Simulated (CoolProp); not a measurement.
Vapour-liquid equilibrium of isohexane (1) + benzene (2) at 0.0616 MPa; x and y are mole fractions of (1).

Model: multi-fluid Helmholtz-energy mixture model, Lemmon 2006 and Thol 2012; pair parameters Bell 2016, in CoolProp.

**Question.** Give the bubble temperature and the first vapour's composition at x = 0.2, 0.35, 0.95. Is there an azeotrope?

**Answer.** x = 0.2: 55.5 °C, y = 0.400; x = 0.35: 52.1 °C, y = 0.541; x = 0.95: 45.7 °C, y = 0.961. No azeotrope shows between x = 0.05 and 0.95.

Pair parameters are fitted to limited data, so mixtures are less certain than the pure fluids.
